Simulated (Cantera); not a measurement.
Feed: 1 mol Si₃H₈, 0.01 mol Cl₂, 59 mol N₂, at 1100 °C and 0.100 bar.

Method: chemical equilibrium by Gibbs-energy minimisation in Cantera with the NASA 1993 tables (ideal gas, pure condensed phases). Candidate condensed phases: NH₄Cl, Si, Si₃N₄; 28 gas species. The feed counts by its element totals alone. N₂ is the only nitrogen source here; it is nearly inert below about 1500 K, so the nitride shown seldom forms there in practice. The numbers say what is thermodynamically allowed, not how fast it happens.

Base state: N₂ 0.934, H₂ 0.0654, HCl 0.000328 (mole fractions); condensed: Si₃N₄(s).

### Question
What changes in the equilibrium state with this change: Si₃H₈ replaced by SiH₄?

### Answer
```json
[
 {"species": "N₂", "before": "0.934", "after": "0.967"},
 {"species": "H₂", "before": "0.0654", "after": "0.0330"},
 {"species": "HCl", "before": "0.000328", "after": "0.000331"},
 {"species": "Si₃N₄(s), mol", "before": "1.00", "after": "0.333"}
]
```

### Question
What changes in the equilibrium state with this change: 0.97 mol NH₃ added?

### Answer
```
species          before     after
-------------  --------  --------
N₂                0.934     0.913
H₂               0.0654    0.0865
HCl            0.000328  0.000318
Si₃N₄(s), mol      1.00      1.00
```
